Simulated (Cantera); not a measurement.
**Moist CO burnout**

A perfectly stirred reactor is fed with CO : O₂ : H₂O : N₂ = 0.0058 : 0.021 : 0.0072 : 1 (molar parts), equivalence ratio 0.14, at 750 Torr; it is held at 1475 K, and followed from long to short residence time.

Model: GRI-Mech 3.0 (53 species, 325 reactions), integrated in Cantera.

```tsv
τ (s)	x CO	x O₂	x H₂O	x HO₂	x NO	x CO₂
0.97	4.24e-5	0.0176	0.00695	1.75e-7	1.75e-6	0.00558
0.57	6.07e-5	0.0176	0.00695	2.40e-7	1.75e-6	0.00556
0.33	8.77e-5	0.0176	0.00694	3.29e-7	1.68e-6	0.00554
0.20	0.000123	0.0176	0.00693	4.32e-7	1.57e-6	0.00550
0.11	0.000183	0.0176	0.00692	5.88e-7	1.38e-6	0.00544
0.067	0.000253	0.0176	0.00690	7.47e-7	1.21e-6	0.00537
0.039	0.000361	0.0177	0.00688	9.48e-7	1.03e-6	0.00526
0.023	0.000507	0.0177	0.00686	1.17e-6	8.69e-7	0.00512
0.013	0.000726	0.0178	0.00682	1.42e-6	7.29e-7	0.00490
0.0079	0.000985	0.0179	0.00679	1.65e-6	6.29e-7	0.00464
```
x: mole fraction; the columns are a selection and need not sum to one.
